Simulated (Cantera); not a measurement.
A Cantera script and what it prints.

```python
import numpy as np
import cantera as ct

gas_names = """
    Br Br2 Ca CaBr CaBr2 CaO CaOH CaO2H2 Ca2 H HBr HO2 H2 H2O H2O2 O OH O2 O3
""".split()
cond_names = """
    Br2(cr) Br2(L) Ca(a) Ca(b) Ca(L) CaBr2(s) CaBr2(L) CaO(s) CaO(L) CaO2H2(s) H2O(s) H2O(L)
""".split()


# ... load() reads the species with a 1 bar reference pressure and builds the phases ...
atoms = {
    'CaO': {'Ca': 1, 'O': 1},
    'HBr': {'H': 1, 'Br': 1},
}
top_T = {}  # K; cautious upper limits of use, not melting points


# ... equilibrate(T, P, feed) seeds the gas with the atoms and calls Mixture.equilibrate('TP', solver="vcs", rtol=1e-11, max_steps=5000) ...
results = []
feed = {'CaO': 1, 'HBr': 13}  # mol
T = 748  # K
P = 3  # Pa
mix = equilibrate(T, P, feed)
results.append((T, P, feed, dict(zip(mix.species_names, mix.species_moles))))
x = sorted(zip(gas.X, gas.species_names), reverse=True)
print(f"T = {T:g} K  P = {P:g} Pa  gas = {mix.phase_moles(0):.4g} mol")
print("   x: " + "  ".join(f"{s} {v:.3e}" for v, s in x if v > 1e-05))
print("   condensed (mol): " + ("  ".join(f"{mix.phase(i).name} {mix.phase_moles(i):.4g}"
      for i in range(1, mix.n_phases) if mix.phase_moles(i) > 1e-12) or "none"))
```

It prints:

```
T = 748 K  P = 3 Pa  gas = 12 mol
   x: HBr 9.164e-01  H2O 8.333e-02  Br 1.326e-04  H2 1.103e-04  Br2 4.404e-05
   condensed (mol): CaBr2(s) 1
```

Equilibrium computed with Cantera from the NASA thermochemical tables; the gas is ideal and each condensed phase is pure.
